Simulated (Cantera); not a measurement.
Input (Python, Cantera) and output of one run.

```python
import numpy as np
import cantera as ct

gas_names = """
    C CN CO CO2 C2 CCN CNC C2N2 C2O C3 C3O2 C4 C4N2 C5 Fe FeC5O5 FeO N NCO NO NO2 NO3 N2 N2O O O2 O3
""".split()
cond_names = """
    C(gr) Fe(a) Fe(c) Fe(d) Fe(L) FeC5O5(L) FeO(s) FeO(L) Fe2O3(s) Fe3O4(s)
""".split()


# ... load() reads the species with a 1 bar reference pressure and builds the phases ...
atoms = {
    'Fe(CO)5': {'Fe': 1, 'C': 5, 'O': 5},
    'O2': {'O': 2},
    'N2': {'N': 2},
}
top_T = {'C(gr)': 4500, 'Fe2O3(s)': 1830, 'Fe3O4(s)': 1870}  # K; cautious upper limits of use, not melting points


# ... equilibrate(T, P, feed) seeds the gas with the atoms and calls Mixture.equilibrate('TP', solver="vcs", rtol=1e-11, max_steps=5000) ...
results = []
feed = {'Fe(CO)5': 1, 'O2': 2.6, 'N2': 20}  # mol
T = 1275  # K
P = 31000  # Pa
mix = equilibrate(T, P, feed)
results.append((T, P, feed, dict(zip(mix.species_names, mix.species_moles))))
x = sorted(zip(gas.X, gas.species_names), reverse=True)
print(f"T = {T:g} K  P = {P:g} Pa  gas = {mix.phase_moles(0):.4g} mol")
print("   x: " + "  ".join(f"{s} {v:.3e}" for v, s in x if v > 0.001))
print("   condensed (mol): " + ("  ".join(f"{mix.phase(i).name} {mix.phase_moles(i):.4g}"
      for i in range(1, mix.n_phases) if mix.phase_moles(i) > 1e-12) or "none"))
```

It prints:

```
T = 1275 K  P = 31000 Pa  gas = 25 mol
   x: N2 8.000e-01  CO2 1.680e-01  CO 3.200e-02
   condensed (mol): FeO(s) 1
```

These are equilibrium values from Cantera (NASA tables, ideal gas, pure condensed phases), not measurements of a reactor. The tables' stoichiometric FeO is somewhat more stable than real wüstite, so its field is too wide. FeO: taken at fixed stoichiometry.
